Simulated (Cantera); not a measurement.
Premixed flame

A freely propagating, adiabatic, planar premixed flame of C3H8 : O2 : N2 : CO2 = 1 : 3.33 : 12.5 : 3.5 (molar parts), equivalence ratio 1.5, unburnt at 350 K and 0.188 atm; mixture-averaged transport, grid criteria slope 0.08 and curve 0.16, no radiation.

Computed with Cantera and GRI-Mech 3.0 (53 species, 325 reactions). GRI-Mech 3.0 was tuned for natural gas; its chemistry of propane as a main component is partial and can be far from experiment. Burning velocities carry a grid error of a few per cent, more on coarse grids.

```
z (mm)  T (K)  u (m/s)    x C3H8      x O2  x CO2     x NO       x O     x CH4
------  -----  -------  --------  --------  -----  -------  --------  --------
-12.7     350    0.147    0.0490     0.163  0.172    <1e-8     <1e-8   3.08e-6
-8.46     356    0.150    0.0488     0.162  0.171    <1e-8     <1e-8   3.18e-5
-6.35     378    0.160    0.0484     0.158  0.170  2.73e-8     <1e-8  0.000134
-4.23     491    0.211    0.0464     0.145  0.167  2.18e-7     <1e-8  0.000612
-2.12     865    0.386    0.0316     0.100  0.162  1.62e-6   5.60e-8   0.00216
-1.06    1167    0.537    0.0122    0.0626  0.162  3.09e-6   4.15e-6   0.00327
0        1456    0.686  0.000275    0.0247  0.164  5.18e-6   7.40e-5   0.00233
1.06     1582    0.749   6.45e-8   0.00659  0.166  8.71e-6  0.000134  0.000426
2.12     1612    0.764     <1e-8   0.00161  0.167  1.19e-5  0.000108   5.03e-5
4.23     1623    0.769     <1e-8  0.000228  0.167  1.55e-5   7.43e-5   1.48e-6
8.46     1629    0.772     <1e-8  0.000111  0.166  1.86e-5   5.37e-5   1.75e-8
16.9     1638    0.775     <1e-8   6.62e-5  0.166  2.05e-5   3.19e-5     <1e-8
33.9     1646    0.779     <1e-8   3.01e-5  0.166  2.12e-5   1.44e-5     <1e-8
```
x: mole fraction of selected species; z is measured from the peak of heat release.

| Item | Result |
|---|---|
| laminar burning velocity | 14.6 cm/s |
| thermal thickness | 4.23 mm |
| peak x(O) | 0.000134 |
| peak x(CH4) | 0.00340 |
| grid points | 142 |
